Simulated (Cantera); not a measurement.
An isothermal, constant-pressure homogeneous reactor starts with H2 : O2 : N2 = 1.7 : 1 : 5.5 (molar parts), equivalence ratio 0.85, at 975 K and 165 Torr. Integrator tolerance rtol = 1e-08.

Computed with Cantera and the H2/O2 subset of GRI-Mech 3.0, which has no nitrogen chemistry. The temperature is held fixed by assumption; the heat of reaction is taken as removed at once.

What does this change do: temperature 975 to 873 K?


```tsv
quantity	before	after
x(H2) at 2.00 s	1.08e-5 (gas-phase equilibrium 1.41e-10)	0.0306 (gas-phase equilibrium 4.00e-12)
x(O2) at 2.00 s	0.0204 (gas-phase equilibrium 0.0204)	0.0353 (gas-phase equilibrium 0.0204)
x(H) at 2.00 s	1.28e-9 (gas-phase equilibrium <1e-12)	2.43e-7 (gas-phase equilibrium <1e-12)
x(H2O) at 2.00 s	0.231 (gas-phase equilibrium 0.231)	0.197 (gas-phase equilibrium 0.231)
x(H2O2) at 2.00 s	7.16e-9 (gas-phase equilibrium 3.14e-11)	9.52e-5 (gas-phase equilibrium 6.81e-12)
x(O) at 2.00 s	2.04e-9 (gas-phase equilibrium 2.21e-11)	4.29e-8 (gas-phase equilibrium <1e-12)
```
Below about 950 K walls govern HO2 and H2O2 in real vessels.
